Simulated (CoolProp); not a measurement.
Computed with CoolProp (reference Helmholtz-energy equation of state, Lemmon 2006). It is a short technical equation, of lower accuracy than the large ones.

Q: Give the vapour pressure (MPa), liquid density (kg/m³), enthalpy of vaporisation (kJ/kg), surface tension (mN/m) of saturated C3F8 (R218) at -97.15 °C.

A: 
```json
[
 {"T (°C)": "-97.15", "p (MPa)": "0.00207", "liquid density (kg/m³)": "1830", "enthalpy of vaporisation (kJ/kg)": "125", "surface tension (mN/m)": "18.0"}
]
```

Surface tension comes from a separate correlation (Mulero 2012).
